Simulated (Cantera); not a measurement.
Feed: 1 mol SiHCl3, 0.3 mol NH3, held at 1225 °C and 24.0 Pa.

Cantera equilibrium calculation (NASA polynomials, part measured and part estimated; ideal gas, pure solids and liquids). Candidate condensed phases: NH4Cl, Si, Si3N4; 28 gas species. The tables' values for SiCl3, SiCl are old estimates; treat these amounts as uncertain. Kinetics and transport are ignored.

Base state: SiCl2 0.373, HCl 0.371, H2 0.182, N2 0.0581, SiCl3 0.0127, SiCl4 0.00138, Cl 0.000778, H 0.000473 (mole fractions); condensed: gas only.

Problem. What changes in the equilibrium state with this change: temperature from 1225 °C to 1600 °C?

Solution. 
```
species    before    after
-------  --------  -------
SiCl2       0.373    0.360
HCl         0.371    0.360
H2          0.182    0.166
Cl       0.000778   0.0279
H        0.000473   0.0170
SiCl3      0.0127  0.00183
N2         0.0581   0.0560
Si        6.43e-6  0.00604
SiH       1.38e-7  3.55e-5
```
The tables' values for SiCl, SiCl3 are old estimates; treat these amounts as uncertain.
